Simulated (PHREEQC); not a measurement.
PHREEQC input (ion-association model, wateq4f.dat):

```
SOLUTION 1
  temp 75
  units mol/kgw
  pH 7 charge
END
SELECTED_OUTPUT 1
  -reset false
  -pH true
  -pe true
  -ionic_strength true
  -water true
  -totals Br Ca F K
  -molalities H+ Br- Ca+2 F- K+ CaOH+ O2 OH- CaF+ HF
    HF2- H2F2
  -equilibrium_phases Fluorite Portlandite
PRINT
  -reset false
USE solution 1
REACTION 1
  KBr 1
  0 0.0417 0.0833 0.125 0.167 0.208 0.25 0.292 0.333 0.375 0.417 0.458 0.5 moles
EQUILIBRIUM_PHASES 1
  Fluorite 0 0.5
  Portlandite 0 0
  O2(g) -0.68 10
END
```

Selected output (columns that matter, 12 of 13 rows; KBr added (mol) added in front):

```
KBr added (mol)	pH	mu	Br	Ca	F	K	m_H+	m_Br-	m_Ca+2	m_F-	m_K+	m_OH-	Fluorite
0	6.5905	0.00078881	0	0.00026474	0.00052947	0	2.6551e-07	0	0.0002619	0.00052612	0	7.8743e-07	0.49974
0.0417	6.582	0.042802	0.0417	0.00036915	0.0007383	0.0417	3.0882e-07	0.0417	0.0003663	0.00073483	0.0417	9.2389e-07	0.49963
0.0833	6.576	0.084531	0.0833	0.00041205	0.00082411	0.0833	3.2451e-07	0.0833	0.00040918	0.00082059	0.0833	9.7108e-07	0.49959
0.125	6.5708	0.12632	0.125	0.00044229	0.00088458	0.125	3.3551e-07	0.125	0.00043941	0.00088103	0.125	1.0015e-06	0.49956
0.167	6.5662	0.16839	0.167	0.00046601	0.00093202	0.167	3.4433e-07	0.167	0.00046311	0.00092844	0.167	1.0236e-06	0.49953
0.208	6.5621	0.20945	0.208	0.00048499	0.00096998	0.208	3.5162e-07	0.208	0.00048207	0.00096637	0.208	1.04e-06	0.49952
0.292	6.5544	0.29354	0.292	0.00051551	0.001031	0.292	3.6413e-07	0.292	0.00051255	0.0010274	0.292	1.064e-06	0.49948
0.333	6.551	0.33458	0.333	0.00052752	0.001055	0.333	3.6944e-07	0.333	0.00052455	0.0010514	0.333	1.0725e-06	0.49947
0.375	6.5476	0.37661	0.375	0.00053836	0.0010767	0.375	3.7449e-07	0.375	0.00053537	0.001073	0.375	1.0795e-06	0.49946
0.417	6.5443	0.41864	0.417	0.00054798	0.001096	0.417	3.7923e-07	0.417	0.00054497	0.0010922	0.417	1.0853e-06	0.49945
0.458	6.5413	0.45966	0.458	0.00055636	0.0011127	0.458	3.8362e-07	0.458	0.00055334	0.001109	0.458	1.0899e-06	0.49944
0.5	6.5382	0.50169	0.5	0.00056407	0.0011281	0.5	3.8789e-07	0.5	0.00056103	0.0011244	0.5	1.0937e-06	0.49944
```

Away from 25 °C the constants follow the database's enthalpies or fits; those with neither stay at their 25 °C values.
